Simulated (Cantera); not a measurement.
What does this Cantera script print?

```python
import numpy as np
import cantera as ct

gas = ct.Solution("gri30.yaml")
gas.TPX = 1075, 1800000, {'H2': 1, 'O2': 0.877, 'N2': 3.3}
reactor = ct.IdealGasConstPressureReactor(gas, energy="on", clone=False)
net = ct.ReactorNet([reactor])
net.rtol, net.atol = 1e-08, 1e-16
show = ['H2', 'O2', 'OH', 'NO', 'H2O2', 'H2O', 'O']
times = np.geomspace(5e-06, 0.5, 15)

steps = ct.SolutionArray(gas, extra=["t"])
rows = []
print(f"{'t/s':>10s}{'T/K':>9s}{'P/Pa':>11s}" + "".join(f"{s:>11s}" for s in show))
for t in times:
    while net.time < t:
        t_next = net.step()
        steps.append(gas.state, t=t_next)
    rows.append([np.interp(t, steps.t, y) for y in (steps.T, steps.P, *steps(*show).X.T)])
    print(f"{t:10.3e}{rows[-1][0]:9.1f}{rows[-1][1]:11.4g}" + "".join(f"{x:11.3e}" for x in rows[-1][2:]))
rate = np.gradient(steps.T, steps.t)
print("integrator steps:", len(steps.t))
if steps.T.max() > steps.T[0] + 200:
    print(f"time of steepest temperature rise: {steps.t[rate.argmax()]:.4e} s")
gas.TPX = 1075, 1800000, {'H2': 1, 'O2': 0.877, 'N2': 3.3}
gas.equilibrate("HP")
print(f"equilibrium (HP): T = {gas.T:.1f} K  " + "  ".join(f"{s} {gas[s].X[0]:.3e}" for s in show))
```

Output:

```
       t/s      T/K       P/Pa         H2         O2         OH         NO       H2O2        H2O          O
 5.000e-06   1075.0    1.8e+06  1.932e-01  1.694e-01  1.023e-11  3.850e-21  4.942e-10  3.063e-09  2.628e-11
 1.138e-05   1075.0    1.8e+06  1.932e-01  1.694e-01  1.153e-11  9.808e-21  2.572e-09  7.480e-09  2.873e-11
 2.590e-05   1075.0    1.8e+06  1.932e-01  1.694e-01  1.573e-11  2.707e-20  1.317e-08  1.997e-08  3.497e-11
 5.894e-05   1075.0    1.8e+06  1.932e-01  1.694e-01  3.178e-11  9.479e-20  6.712e-08  6.848e-08  5.289e-11
 1.341e-04   1075.0    1.8e+06  1.932e-01  1.694e-01  1.057e-10  5.902e-19  3.545e-07  3.752e-07  1.180e-10
 3.053e-04   1075.0    1.8e+06  1.932e-01  1.694e-01  6.129e-10  1.189e-17  2.468e-06  3.708e-06  4.970e-10
 6.947e-04   1075.8    1.8e+06  1.930e-01  1.693e-01  8.164e-09  9.059e-16  3.580e-05  8.433e-05  4.732e-09
 1.581e-03   1116.3    1.8e+06  1.879e-01  1.665e-01  3.879e-07  7.124e-13  7.277e-04  5.105e-03  1.955e-07
 3.598e-03   2415.6    1.8e+06  6.953e-04  7.756e-02  6.046e-03  2.792e-03  1.447e-06  2.096e-01  6.221e-04
 8.189e-03   2407.1    1.8e+06  6.748e-04  7.546e-02  5.837e-03  7.111e-03  1.400e-06  2.097e-01  5.866e-04
 1.864e-02   2401.1    1.8e+06  6.608e-04  7.398e-02  5.693e-03  1.015e-02  1.368e-06  2.098e-01  5.625e-04
 4.242e-02   2400.0    1.8e+06  6.582e-04  7.370e-02  5.667e-03  1.071e-02  1.362e-06  2.098e-01  5.581e-04
 9.653e-02   2399.9    1.8e+06  6.581e-04  7.370e-02  5.666e-03  1.072e-02  1.362e-06  2.098e-01  5.581e-04
 2.197e-01   2399.9    1.8e+06  6.581e-04  7.370e-02  5.666e-03  1.072e-02  1.362e-06  2.098e-01  5.581e-04
 5.000e-01   2399.9    1.8e+06  6.581e-04  7.370e-02  5.666e-03  1.072e-02  1.362e-06  2.098e-01  5.581e-04
integrator steps: 1680
time of steepest temperature rise: 1.7425e-03 s
equilibrium (HP): T = 2399.9 K  H2 6.581e-04  O2 7.370e-02  OH 5.666e-03  NO 1.072e-02  H2O2 1.362e-06  H2O 2.098e-01  O 5.581e-04
```

Model: GRI-Mech 3.0 (53 species, 325 reactions), integrated in Cantera. The hydrogen kinetics of GRI-Mech 3.0 are dated; newer H2 mechanisms differ, most at raised pressure. The pressure lies above the range GRI-Mech 3.0 was tuned for (to about 10 atm).
